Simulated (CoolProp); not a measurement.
Model: reference Helmholtz-energy equation of state, Thol 2012, in CoolProp.

Task: Give the vapour pressure (bar), liquid density (kg/m³), vapour Z of saturated benzene at 319.5, 335.6 K.

Result: 
| T (K) | p (bar) | liquid density (kg/m³) | vapour Z |
|---|---|---|---|
| 319.5 | 0.315 | 851 | 0.986 |
| 335.6 | 0.569 | 833 | 0.978 |
